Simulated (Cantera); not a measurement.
A closed system holds: 1 mol SiCl4, 290 mol H2, equilibrated at 1000 K and 0.100 bar.

Method: chemical equilibrium by Gibbs-energy minimisation in Cantera with the NASA 1993 tables (ideal gas, pure condensed phases). Candidate condensed phases: Si; 19 gas species. The tables' values for SiCl3 are old estimates; treat these amounts as uncertain. Kinetics and transport are ignored.

Base state: H2 0.991, HCl 0.00663, SiHCl3 0.000966, SiCl4 0.000917, SiH2Cl2 0.000110, SiCl2 7.53e-5, SiCl3 5.34e-5 (mole fractions); condensed: Si(s).

Question: What changes in the equilibrium state with this change: temperature from 1000 K to 1425 K?

Answer: 
| species | before | after |
|---|---|---|
| H2 | 0.991 | 0.987 |
| HCl | 0.00663 | 0.0127 |
| SiCl2 | 7.53e-5 | 0.000491 |
| SiHCl3 | 0.000966 | 3.29e-6 |
| H | 7.15e-9 | 2.14e-5 |
| SiCl4 | 0.000917 | 5.40e-7 |
| Si(s), mol | 0.381 | 0.852 |

Question: What changes in the equilibrium state with this change: SiCl4 replaced by SiH2Cl2?

Answer: 
```tsv
species	before	after
H2	0.991	0.995
HCl	0.00663	0.00468
SiHCl3	0.000966	0.000340
SiCl4	0.000917	0.000227
SiCl3	5.34e-5	1.87e-5
SiCl2	7.53e-5	3.75e-5
SiH2Cl2	0.000110	5.48e-5
Si(s), mol	0.381	0.802
```
